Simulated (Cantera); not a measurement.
Cantera run, input and output.

```python
import numpy as np
import cantera as ct

gas = ct.Solution("gri30.yaml")
gas.TPX = 550, 270000, {'CH4': 1, 'C2H6': 0.078, 'O2': 1.89, 'N2': 7.12}
inlet = ct.Reservoir(gas, clone=True)
gas.equilibrate("HP")  # start burning
reactor = ct.IdealGasConstPressureReactor(gas, energy="on", clone=False)
exhaust = ct.Reservoir(gas, clone=True)
tau = [0.026, 0.012, 0.0052, 0.0024, 0.0011, 0.00048, 0.00022, 9.7e-05, 4.4e-05, 2e-05, 8.9e-06, 4e-06][0]
for a, b in ((inlet, reactor), (reactor, exhaust)):
    ct.MassFlowController(a, b, mdot=lambda t: reactor.mass / tau)
net = ct.ReactorNet([reactor])
show = ['CH4', 'C2H6', 'O2', 'N2O', 'HO2', 'NO2', 'CH2CO']

rows = []
print(f"{'tau/s':>10s}{'T/K':>9s}" + "".join(f"{s:>11s}" for s in show))
for tau in [0.026, 0.012, 0.0052, 0.0024, 0.0011, 0.00048, 0.00022, 9.7e-05, 4.4e-05, 2e-05, 8.9e-06, 4e-06]:
    net.initial_time = 0.0
    net.advance(30 * tau)
    before = gas.X
    net.advance(40 * tau)
    drift = np.max(np.abs(gas.X - before) / (gas.X + 1e-9))
    rows.append([gas.T, *gas[show].X, drift])
    print(f"{tau:10.3e}{gas.T:9.1f}" + "".join(f"{x:11.3e}" for x in gas[show].X))
```

Result:

```
     tau/s      T/K        CH4       C2H6         O2        N2O        HO2        NO2      CH2CO
 2.600e-02   2299.7  1.434e-05  4.958e-08  3.098e-04  4.381e-08  1.489e-07  2.112e-08  5.036e-08
 1.200e-02   2292.2  2.179e-05  1.015e-07  4.819e-04  5.391e-08  2.456e-07  2.498e-08  9.143e-08
 5.200e-03   2280.3  3.342e-05  2.160e-07  7.984e-04  6.790e-08  4.393e-07  2.956e-08  1.653e-07
 2.400e-03   2264.6  5.038e-05  4.279e-07  1.275e-03  8.236e-08  7.513e-07  3.343e-08  2.775e-07
 1.100e-03   2243.2  7.936e-05  8.469e-07  2.019e-03  9.627e-08  1.264e-06  3.598e-08  4.680e-07
 4.800e-04   2213.3  1.370e-04  1.757e-06  3.224e-03  1.079e-07  2.141e-06  3.608e-08  8.513e-07
 2.200e-04   2177.8  2.476e-04  3.583e-06  4.955e-03  1.147e-07  3.496e-06  3.325e-08  1.628e-06
 9.700e-05   2130.5  5.201e-04  8.158e-06  7.983e-03  1.176e-07  6.196e-06  2.753e-08  3.804e-06
 4.400e-05   2056.4  1.434e-03  2.372e-05  1.487e-02  1.109e-07  1.440e-05  1.916e-08  1.373e-05
 2.000e-05    550.0  9.913e-02  7.732e-03  1.874e-01 -4.184e-22 -5.897e-19 -5.083e-20 -9.062e-19
 8.900e-06    550.0  9.913e-02  7.732e-03  1.874e-01 -7.471e-25  2.895e-20 -9.075e-23 -1.618e-21
 4.000e-06    550.0  9.913e-02  7.732e-03  1.874e-01 -4.719e-26  1.448e-20 -5.733e-24 -1.022e-22
```

Model: GRI-Mech 3.0 (53 species, 325 reactions), integrated in Cantera.
